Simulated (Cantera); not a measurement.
## Ignition delay

Mixture: H2 : O2 : N2 = 1 : 0.357 : 1.34 (molar parts), equivalence ratio 1.4, at 0.602 atm, adiabatic and at constant pressure. Ignition delay is the time to a rise of 400 K.

Model: GRI-Mech 3.0 (53 species, 325 reactions), integrated in Cantera. Where the delays flatten at high temperature, the 400 K rule measures the pace of heat release, not the induction time.

```
T0 (K)  delay (ms)
------  ----------
950          0.870
1050         0.210
1150         0.104
1250        0.0641
1350        0.0460
1450        0.0373
1550        0.0337
```
